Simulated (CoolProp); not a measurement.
n-butane at several states: Z from the reference equation and from simpler models built on Tc = 152.0 °C, pc = 3.796 MPa, ω = 0.201; each cubic takes its own stable root.

Computed with CoolProp (reference Helmholtz-energy equation of state, Bücker 2006).

| T (°C) | p (MPa) | phase | reference | van der Waals | Redlich-Kwong | Peng-Robinson |
|---|---|---|---|---|---|---|
| 117.25 | 0.017 | gas | 0.9980 | 0.9984 | 0.9981 | 0.9978 |
| -67.75 | 0.0146 | liquid | 0.0007429 | 0.9940 | 0.0008094 | 0.0007109 |
| -65.45 | 0.0177 | liquid | 0.0008936 | 0.9929 | 0.0009736 | 0.0008546 |

At some of these states van der Waals gives the other phase, because its saturation line lies elsewhere.
